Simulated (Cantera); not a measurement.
An isothermal, constant-pressure homogeneous reactor starts with CH4 : N2 = 1 : 7.7 (molar parts), at 1098 K and 68.0 Pa. Integrator tolerance rtol = 1e-08.

Cantera simulation using GRI-Mech 3.0 (53 species, 325 reactions); the numbers are that mechanism's predictions, not measurements. GRI-Mech 3.0 stops at C3 and has no aromatics, soot or wall deposition, so with more carbon than oxygen in the feed, carbon stays in small species such as C2H2 where larger ones or solid carbon would form. Radical loss at walls, strong at low pressure, is not modelled.

Q: What does this change do: temperature 1098 to 1650 K?

A: 
| quantity | before | after |
|---|---|---|
| x(CH4) at 30.0 s | 0.115 (gas-phase equilibrium 0.00215) | 0.00706 (gas-phase equilibrium 1.09e-6) |
| x(C2H) at 30.0 s | <1e-12 (gas-phase equilibrium 4.16e-12) | 3.90e-7 (gas-phase equilibrium 7.21e-7) |
| x(CH3) at 30.0 s | 2.07e-8 (gas-phase equilibrium 9.61e-8) | 0.000263 (gas-phase equilibrium 1.98e-7) |
| x(CH2) at 30.0 s | <1e-12 (gas-phase equilibrium <1e-12) | 4.46e-7 (gas-phase equilibrium 1.74e-9) |
| x(H) at 30.0 s | 1.05e-12 (gas-phase equilibrium 3.72e-7) | 0.000269 (gas-phase equilibrium 0.00138) |
| x(C2H2) at 30.0 s | <1e-12 (gas-phase equilibrium 0.0280) | 0.0482 (gas-phase equilibrium 0.0185) |
